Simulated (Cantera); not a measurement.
Thermodynamics of carbon deposition, reforming and gasification, feed C6H6 + H2O

Charge: 1 mol C6H6, 0.25 mol H2O, at 0.133 bar.

Equilibrium computed with Cantera from the NASA thermochemical tables; the gas is ideal and each condensed phase is pure. Candidate condensed phases: C, C6H6, C7H8, C8H18, H2O; 110 gas species. Rates play no part.

From 1100 K to 2000 K the condensed part is C(graphite). The main C-bearing gas is CO throughout.

| T (K) | x H2 | x CO | x H | x CH4 | x H2O | x C2H2 (acetylene) | x CO2 | x CH3 | n C(graphite) |
|---|---|---|---|---|---|---|---|---|---|
| 1100 | 0.924 | 0.0709 | 6.81e-8 | 0.00409 | 0.000781 | 1.23e-8 | 5.91e-5 | 5.51e-9 | 5.74 |
| 1250 | 0.927 | 0.0714 | 1.27e-6 | 0.00126 | 0.000133 | 2.34e-7 | 6.54e-6 | 3.36e-8 | 5.75 |
| 1400 | 0.928 | 0.0714 | 1.28e-5 | 0.000496 | 3.29e-5 | 2.34e-6 | 1.17e-6 | 1.37e-7 | 5.75 |
| 1550 | 0.928 | 0.0714 | 8.31e-5 | 0.000234 | 1.07e-5 | 1.49e-5 | 2.95e-7 | 4.25e-7 | 5.75 |
| 1700 | 0.928 | 0.0714 | 0.000389 | 0.000126 | 4.26e-6 | 6.81e-5 | 9.60e-8 | 1.07e-6 | 5.75 |
| 1850 | 0.927 | 0.0714 | 0.00142 | 7.50e-5 | 1.98e-6 | 0.000242 | 3.79e-8 | 2.31e-6 | 5.75 |
| 2000 | 0.924 | 0.0713 | 0.00428 | 4.83e-5 | 1.03e-6 | 0.000710 | 1.73e-8 | 4.43e-6 | 5.74 |
x: gas mole fraction; n: condensed amount in mol.
